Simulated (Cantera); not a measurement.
What does this Cantera script print?

```python
import numpy as np
import cantera as ct

gas = ct.Solution("gri30.yaml")
gas.TPX = 1800, 101325, {'CH4': 1, 'O2': 1.05, 'N2': 3.96}
reactor = ct.IdealGasReactor(gas, energy="on", clone=False)
net = ct.ReactorNet([reactor])
net.rtol, net.atol = 1e-08, 1e-16
show = ['CH4', 'O2', 'C2H6', 'CO', 'C2H2']
times = np.geomspace(2e-06, 1, 13)

steps = ct.SolutionArray(gas, extra=["t"])
rows = []
print(f"{'t/s':>10s}{'T/K':>9s}{'P/Pa':>11s}" + "".join(f"{s:>11s}" for s in show))
for t in times:
    while net.time < t:
        t_next = net.step()
        steps.append(gas.state, t=t_next)
    rows.append([np.interp(t, steps.t, y) for y in (steps.T, steps.P, *steps(*show).X.T)])
    print(f"{t:10.3e}{rows[-1][0]:9.1f}{rows[-1][1]:11.4g}" + "".join(f"{x:11.3e}" for x in rows[-1][2:]))
rate = np.gradient(steps.T, steps.t)
print("integrator steps:", len(steps.t))
if steps.T.max() > steps.T[0] + 200:
    print(f"time of steepest temperature rise: {steps.t[rate.argmax()]:.4e} s")
gas.TPX = 1800, 101325, {'CH4': 1, 'O2': 1.05, 'N2': 3.96}
gas.equilibrate("UV")
print(f"equilibrium (UV): T = {gas.T:.1f} K  " + "  ".join(f"{s} {gas[s].X[0]:.3e}" for s in show))
```

Result:

```
       t/s      T/K       P/Pa        CH4         O2       C2H6         CO       C2H2
 2.000e-06   1799.8  1.013e+05  1.663e-01  1.747e-01  6.459e-09  5.453e-09  8.599e-13
 5.970e-06   1799.4  1.013e+05  1.662e-01  1.747e-01  2.029e-07  1.098e-07  1.371e-10
 1.782e-05   1798.5  1.013e+05  1.657e-01  1.745e-01  6.578e-06  3.928e-06  1.825e-08
 5.318e-05   1802.1  1.016e+05  1.617e-01  1.726e-01  2.302e-04  3.177e-04  3.633e-06
 1.587e-04   2975.4  1.981e+05  1.436e-11  4.243e-04  6.219e-23  1.247e-01  1.008e-13
 4.738e-04   2924.7  1.953e+05  6.741e-12  5.328e-04  1.772e-23  1.243e-01  4.180e-14
 1.414e-03   2923.0  1.952e+05  6.831e-12  5.235e-04  1.813e-23  1.243e-01  4.226e-14
 4.221e-03   2922.9  1.952e+05  6.833e-12  5.233e-04  1.814e-23  1.243e-01  4.227e-14
 1.260e-02   2922.9  1.952e+05  6.833e-12  5.233e-04  1.814e-23  1.243e-01  4.227e-14
 3.761e-02   2922.9  1.952e+05  6.833e-12  5.233e-04  1.814e-23  1.243e-01  4.227e-14
 1.122e-01   2922.9  1.952e+05  6.833e-12  5.233e-04  1.814e-23  1.243e-01  4.227e-14
 3.350e-01   2922.9  1.952e+05  6.833e-12  5.233e-04  1.814e-23  1.243e-01  4.227e-14
 1.000e+00   2922.9  1.952e+05  6.833e-12  5.233e-04  1.814e-23  1.243e-01  4.227e-14
integrator steps: 1661
time of steepest temperature rise: 1.1532e-04 s
equilibrium (UV): T = 2922.9 K  CH4 7.792e-12  O2 5.233e-04  C2H6 2.317e-23  CO 1.243e-01  C2H2 4.512e-14
```

Model: GRI-Mech 3.0 (53 species, 325 reactions), integrated in Cantera.
